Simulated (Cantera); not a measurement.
An adiabatic, constant-pressure homogeneous reactor starts with CH4 : CO : O2 : N2 = 1 : 1.3 : 2.21 : 8.3 (molar parts), at 1248 K and 1800 Torr. Integrator tolerance rtol = 1e-08.

Cantera simulation using GRI-Mech 3.0 (53 species, 325 reactions); the numbers are that mechanism's predictions, not measurements.

Q: What does this change do: initial temperature 1248 to 1625 K?

A: 
```tsv
quantity	before	after
time of steepest temperature rise	17.7 ms	0.205 ms
temperature at 0.500 s	2732 K	2873 K
equilibrium temperature	2732 K	2873 K
x(CH4) at 0.500 s	<1e-12 (gas-phase equilibrium <1e-12)	<1e-12 (gas-phase equilibrium <1e-12)
x(CO) at 0.500 s	0.0802 (gas-phase equilibrium 0.0802)	0.0937 (gas-phase equilibrium 0.0937)
x(O2) at 0.500 s	0.00809 (gas-phase equilibrium 0.00809)	0.0135 (gas-phase equilibrium 0.0135)
x(HCO) at 0.500 s	1.04e-7 (gas-phase equilibrium 1.04e-7)	1.87e-7 (gas-phase equilibrium 1.87e-7)
x(N2O) at 0.500 s	4.63e-7 (gas-phase equilibrium 4.63e-7)	7.19e-7 (gas-phase equilibrium 7.19e-7)
x(C2H4) at 0.500 s	<1e-12 (gas-phase equilibrium <1e-12)	<1e-12 (gas-phase equilibrium <1e-12)
```

Q: What does this change do: pressure from 1800 Torr to 14300 Torr?

A: 
| quantity | before | after |
|---|---|---|
| time of steepest temperature rise | 17.7 ms | 2.90 ms |
| temperature at 0.500 s | 2732 K | 2850 K |
| equilibrium temperature | 2732 K | 2850 K |
| x(CH4) at 0.500 s | <1e-12 (gas-phase equilibrium <1e-12) | <1e-12 (gas-phase equilibrium <1e-12) |
| x(CO) at 0.500 s | 0.0802 (gas-phase equilibrium 0.0802) | 0.0726 (gas-phase equilibrium 0.0726) |
| x(O2) at 0.500 s | 0.00809 (gas-phase equilibrium 0.00809) | 0.00407 (gas-phase equilibrium 0.00407) |
| x(HCO) at 0.500 s | 1.04e-7 (gas-phase equilibrium 1.04e-7) | 3.20e-7 (gas-phase equilibrium 3.20e-7) |
| x(N2O) at 0.500 s | 4.63e-7 (gas-phase equilibrium 4.63e-7) | 1.11e-6 (gas-phase equilibrium 1.11e-6) |
| x(C2H4) at 0.500 s | <1e-12 (gas-phase equilibrium <1e-12) | <1e-12 (gas-phase equilibrium <1e-12) |
The pressure lies above the range GRI-Mech 3.0 was tuned for (to about 10 atm).

Q: What does this change do: CO 1.3 to 0.46 parts?

A: 
| quantity | before | after |
|---|---|---|
| time of steepest temperature rise | 17.7 ms | 13.9 ms |
| temperature at 0.500 s | 2732 K | 2699 K |
| equilibrium temperature | 2732 K | 2699 K |
| x(CH4) at 0.500 s | <1e-12 (gas-phase equilibrium <1e-12) | <1e-12 (gas-phase equilibrium <1e-12) |
| x(CO) at 0.500 s | 0.0802 (gas-phase equilibrium 0.0802) | 0.0402 (gas-phase equilibrium 0.0402) |
| x(O2) at 0.500 s | 0.00809 (gas-phase equilibrium 0.00809) | 0.0160 (gas-phase equilibrium 0.0160) |
| x(HCO) at 0.500 s | 1.04e-7 (gas-phase equilibrium 1.04e-7) | 4.00e-8 (gas-phase equilibrium 4.00e-8) |
| x(N2O) at 0.500 s | 4.63e-7 (gas-phase equilibrium 4.63e-7) | 6.56e-7 (gas-phase equilibrium 6.56e-7) |
| x(C2H4) at 0.500 s | <1e-12 (gas-phase equilibrium <1e-12) | <1e-12 (gas-phase equilibrium <1e-12) |
